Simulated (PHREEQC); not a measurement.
NaOH is added in steps, without added water, to 1 kg of water holding 0.97 mol/kgw CaCl2 and 0.19 mol/kgw H3BO3, at 25 °C. CO2 from the air is kept out. Precipitation was switched off in this run.

Base run: PHREEQC, Pitzer model, pitzer.dat. Each further column changes one thing. The table gives pH.

```csv
NaOH added (mol),base,H3BO3 from 0.19 to 0.095 mol/kgw,solids may form
0,4.02,…,4.02
0.02333,6.69,7.19,6.69
0.04667,7.13,7.71,7.13
0.07,7.46,…,7.46
0.09333,7.74,…,7.74
0.1167,8.02,…,8.02
0.14,8.30,11.71,8.30
0.1633,8.65,11.89,8.65
0.1867,9.52,…,9.52
0.21,11.40,12.13,11.40
0.2333,11.74,12.21,11.70
0.2567,11.92,12.28,11.70
0.28,12.06,12.34,11.70
```

Task: Complete the blanks.

Result: 
- 0, H3BO3 from 0.19 to 0.095 mol/kgw: 4.25
- 0.07, H3BO3 from 0.19 to 0.095 mol/kgw: 8.20
- 0.09333, H3BO3 from 0.19 to 0.095 mol/kgw: 9.43
- 0.1167, H3BO3 from 0.19 to 0.095 mol/kgw: 11.39
- 0.1867, H3BO3 from 0.19 to 0.095 mol/kgw: 12.03

In at least one series the solution becomes supersaturated in solids that the run did not let form, among them Portlandite. In brines, pH and single-ion activities rest on the MacInnes convention. Solids allowed in the column 'solids may form': Halite, Portlandite, Borax, Boric_acid,s, NaBO2:4H2O, NaB5O8:5H2O, Teepleite.
